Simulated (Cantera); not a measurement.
**Counterflow diffusion flame**

A counterflow diffusion flame at 0.340 bar, nozzles 20 mm apart: fuel side C3H8 : N2 = 1 : 0.34 (molar parts) at 425 K, oxidiser side O2 : N2 = 0.2 : 0.8 (molar parts) at 300 K, fuel mass flux 0.92 times the oxidiser's; mixture-averaged transport, no radiation.

Cantera simulation using GRI-Mech 3.0 (53 species, 325 reactions); the numbers are that mechanism's predictions, not measurements. GRI-Mech 3.0 was tuned for natural gas; its chemistry of propane as a main component is partial and can be far from experiment. GRI-Mech 3.0 has no aromatics or soot, which form on the fuel side of real flames. The maximum strain rate includes the flame's own expansion and is several times the mean. A flux with no burning solution from the previous one only brackets extinction.

```json
[
 {"oxidiser flux (kg/m²/s)": "0.085", "max strain (1/s)": "151", "mean strain (1/s)": "21.0", "T max (K)": "1829", "peak x OH": "0.00525", "peak x H": "0.00579", "peak x NO": "0.000133", "peak x CO": "0.0578", "peak x C2H2": "0.0276"},
 {"oxidiser flux (kg/m²/s)": "0.12", "max strain (1/s)": "199", "mean strain (1/s)": "29.6", "T max (K)": "1806", "peak x OH": "0.00499", "peak x H": "0.00591", "peak x NO": "0.000113", "peak x CO": "0.0580", "peak x C2H2": "0.0254"},
 {"oxidiser flux (kg/m²/s)": "0.18", "max strain (1/s)": "280", "mean strain (1/s)": "44.4", "T max (K)": "1780", "peak x OH": "0.00468", "peak x H": "0.00600", "peak x NO": "9.02e-5", "peak x CO": "0.0591", "peak x C2H2": "0.0229"},
 {"oxidiser flux (kg/m²/s)": "0.26", "max strain (1/s)": "384", "mean strain (1/s)": "64.2", "T max (K)": "1751", "peak x OH": "0.00430", "peak x H": "0.00592", "peak x NO": "6.67e-5", "peak x CO": "0.0609", "peak x C2H2": "0.0199"},
 {"oxidiser flux (kg/m²/s)": "0.38", "max strain (1/s)": "533", "mean strain (1/s)": "93.8", "T max (K)": "1707", "peak x OH": "0.00371", "peak x H": "0.00553", "peak x NO": "4.08e-5", "peak x CO": "0.0637", "peak x C2H2": "0.0158"},
 {"oxidiser flux (kg/m²/s)": "0.56", "max strain (1/s)": "740", "mean strain (1/s)": "138", "T max (K)": "1621", "peak x OH": "0.00260", "peak x H": "0.00421", "peak x NO": "1.26e-5", "peak x CO": "0.0680", "peak x C2H2": "0.00877"}
]
```
x: mole fraction; the columns are a selection and need not sum to one.

At the next flux tried, 0.81 kg/m²/s, no burning solution was found from the previous one.
